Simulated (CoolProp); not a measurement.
Vapour-liquid equilibrium of R142b (1) + R113 (2) at 324.5 K; x and y are mole fractions of (1).

Model: multi-fluid Helmholtz-energy mixture model, Lemmon 2006 and Marx 1992; pair parameters Bell 2016, in CoolProp.

Problem. Give the bubble pressure and the first vapour's composition at x = 0.05, 0.35, 0.95. Is there an azeotrope?

Solution. x = 0.05: 1.509 bar, y = 0.267; x = 0.35: 3.453 bar, y = 0.755; x = 0.95: 6.766 bar, y = 0.986. No azeotrope shows between x = 0.05 and 0.95.

The pair parameters rest on a limited set of measurements; away from them the model extrapolates.
